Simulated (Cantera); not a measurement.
Feed: 1 mol CCl₄, 1.5 mol Si, 17 mol H₂, at 2498.15 K.

These are equilibrium values from Cantera (NASA tables, ideal gas, pure condensed phases), not measurements of a reactor. Candidate condensed phases: C, C₆H₆, C₇H₈, C₈H₁₈, Si, SiC; 109 gas species. The tables' values for SiCl, SiCl₃ are old estimates; treat these amounts as uncertain. Gases not in the tables: Si₂H₆ and higher silanes. Rates play no part.

x: gas mole fraction; n: condensed amount in mol.

```tsv
P (Pa)	x H	x H₂	x HCl	x Cl	x Si	x SiCl₂	x SiC₂	n C(graphite)	n SiC(s)
1	0.837	0.0113	0.00189	0.0995	0.0362	3.63e-8	0.00182	0	0
5.20	0.793	0.0526	0.00916	0.0977	0.0349	9.13e-7	0.00509	0	0
27	0.645	0.181	0.0349	0.0880	0.0364	2.08e-5	0.00938	0.0225	0
140	[?]	[?]	[?]	[?]	0.0426	[?]	0.0110	[?]	0
720	0.218	0.550	0.127	0.0357	0.0432	0.00289	0.0112	0.148	0
3700	0.106	0.666	0.145	0.0163	0.0302	0.0111	0.00779	0.126	0.139
19000	[?]	0.751	0.156	[?]	[?]	[?]	[?]	0	[?]
100000	0.0222	0.789	0.154	0.00306	0.00247	0.0235	0.000130	0	0.920
```

### Question
Complete the blanks.

### Answer

- 19000, x H: 0.0496
- 19000, x Cl: 0.00726
- 19000, x Si: 0.00920
- 19000, x SiCl₂: 0.0178
- 19000, x SiC₂: 0.000969
- 19000, n SiC(s): 0.803
- 140, x H: 0.411
- 140, x H₂: 0.381
- 140, x HCl: 0.0835
- 140, x Cl: 0.0637
- 140, x SiCl₂: 0.000344
- 140, n C(graphite): 0.128
